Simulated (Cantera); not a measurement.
Feed: 1 mol (CH3)2SiCl2, 0.47 mol CH4, 23 mol H2, at 0.940 bar.

Cantera equilibrium calculation (NASA polynomials, part measured and part estimated; ideal gas, pure solids and liquids). Candidate condensed phases: C, C6H6, C7H8, C8H18, Si, SiC; 109 gas species. The feed counts by its element totals alone. The tables' values for SiCl3, SiCl are old estimates; treat these amounts as uncertain. Gases not in the tables: Si2H6 and higher silanes. Equilibrium is a limit: real reactors are often held back by kinetics, nucleation or transport.

x: gas mole fraction; n: condensed amount in mol.

```tsv
T (K)	x H2	x HCl	x H	x C2H2 (acetylene)	x CH4	x SiCl2	n C(graphite)	n SiC(s)
1625	0.927	0.0711	7.01e-5	3.30e-5	0.00119	…	1.44	0.993
1675	0.928	0.0710	0.000115	5.39e-5	0.000974	…	1.45	0.992
1725	0.928	0.0709	0.000184	8.55e-5	0.000808	…	1.45	0.991
1775	0.928	0.0708	0.000288	0.000132	0.000677	…	1.45	0.989
1825	0.928	0.0707	0.000437	0.000199	0.000573	…	1.46	0.987
1875	0.927	0.0705	0.000651	0.000294	0.000490	…	1.45	0.985
1925	0.927	0.0703	0.000949	0.000425	0.000422	…	1.45	0.983
1975	0.927	0.0701	0.00136	0.000602	0.000367	…	1.44	0.981
2025	0.926	0.0699	0.00191	0.000838	0.000321	…	1.44	0.978
2075	0.925	0.0697	0.00264	0.00115	0.000282	…	1.42	0.976
2125	0.924	0.0694	0.00360	0.00155	0.000250	…	1.40	0.972
```

Question: Complete the blanks.

Answer: 
- 1625, x SiCl2: 0.000219
- 1675, x SiCl2: 0.000264
- 1725, x SiCl2: 0.000315
- 1775, x SiCl2: 0.000371
- 1825, x SiCl2: 0.000434
- 1875, x SiCl2: 0.000501
- 1925, x SiCl2: 0.000575
- 1975, x SiCl2: 0.000654
- 2025, x SiCl2: 0.000737
- 2075, x SiCl2: 0.000826
- 2125, x SiCl2: 0.000919
